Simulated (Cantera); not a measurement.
Charge: 1 mol SiH4, 400 mol H2, held at 78.0 mbar.

Method: chemical equilibrium by Gibbs-energy minimisation in Cantera with the NASA 1993 tables (ideal gas, pure condensed phases). Candidate condensed phases: Si; 9 gas species. Gases not in the tables: Si2H6 and higher silanes. Rates play no part.

Q: Which condensed phases are stable at each of these points (T (K)): 1550, 1600, 1650, 1700, 1750, 1800, 1850?

A: 
```tsv
T (K)	condensed phases	Si condensed (%)
1550	Si(s)	99.9
1600	Si(s)	99.7
1650	Si(s)	99.4
1700	Si(l)	98.9
1750	Si(l)	98.1
1800	Si(l)	96.6
1850	Si(l)	94.0
```

From 1550 K to 1650 K the condensed part is Si(s). From 1700 K to 1850 K the condensed part is Si(l).
